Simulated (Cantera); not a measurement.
Cantera run:

```python
import numpy as np
import cantera as ct

gas_names = """
    AL ALCL ALCL2 ALCL3 ALH AL2 AL2CL6 CL CL2 H HCL H2
""".split()
cond_names = """
    AL(cr) AL(L) ALCL3(s) ALCL3(L)
""".split()


# ... load() reads the species with a 1 bar reference pressure and builds the phases ...
atoms = {
    'Al': {'AL': 1},
    'HCl': {'H': 1, 'CL': 1},
    'H2': {'H': 2},
}
top_T = {}  # K; cautious upper limits of use, not melting points


# ... equilibrate(T, P, feed) seeds the gas with the atoms and calls Mixture.equilibrate('TP', solver="vcs", rtol=1e-11, max_steps=5000) ...
results = []
feed = {'Al': 1, 'HCl': 0.89, 'H2': 100}  # mol
P = 91  # Pa
for T in [825, 850, 875, 900, 925, 950, 975, 1000, 1025]:
    mix = equilibrate(T, P, feed)
    results.append((T, P, feed, dict(zip(mix.species_names, mix.species_moles))))

top = {s: max(r[3][s] / sum(r[3][g] for g in gas_names) for r in results) for s in gas_names}
cols = sorted((s for s in top if top[s] > 0.001), key=lambda s: -top[s])[:9]
seen = [c for c in cond_names if any(r[3].get(c, 0) > 1e-12 for r in results)]
print("log10 of partial pressures in bar; condensed amounts in mol")
print(f"{'T/K':>10s}" + "".join(f"{s[:9]:>10s}" for s in cols + seen))
for T, P, feed, n in results:
    ng = sum(n[g] for g in gas_names)
    print(f"{T:10.4g}" + "".join(f"{np.log10(max(n[s] / ng * P / 1e5, 1e-99)):10.3f}" for s in cols)
          + "".join(f"{n.get(c, 0):10.4g}" for c in seen))
```

Output:

```
log10 of partial pressures in bar; condensed amounts in mol
       T/K        H2      ALCL     ALCL3    AL(cr)     AL(L)
       825    -3.043    -5.677    -5.715    0.5456         0
       850    -3.043    -5.459    -5.837    0.4433         0
       875    -3.044    -5.288    -6.053     0.318         0
       900    -3.044    -5.177    -6.409    0.2068         0
       925    -3.045    -5.125    -6.903    0.1448         0
       950    -3.045    -5.107    -7.444         0    0.1225
       975    -3.045    -5.102    -7.979         0    0.1153
      1000    -3.045    -5.100    -8.495         0    0.1127
      1025    -3.045    -5.099    -8.989         0    0.1116
```

These are equilibrium values from Cantera (NASA tables, ideal gas, pure condensed phases), not measurements of a reactor. The tables' values for AlCl2 are old estimates; treat these amounts as uncertain.
